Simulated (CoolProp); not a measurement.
Vapour-liquid equilibrium of ethane (1) + n-butane (2) at 0.0121 MPa; x and y are mole fractions of (1).

Model: multi-fluid Helmholtz-energy mixture model, Bücker 2006 and Bücker 2006; pair parameters Kunz 2012, in CoolProp.

Problem. Give the bubble temperature and the first vapour's composition at x = 0.45, 0.65, 0.95. Is there an azeotrope?

Solution. x = 0.45: 162.7 K, y = 0.998; x = 0.65: 157.8 K, y = 0.999; x = 0.95: 153.3 K, y = 1.000. No azeotrope shows between x = 0.05 and 0.95.

Pair parameters are fitted to limited data, so mixtures are less certain than the pure fluids. The gap from Raoult's law changes sign with composition, which may be real or a fault of the pair parameters; it wasn't checked against measurements.
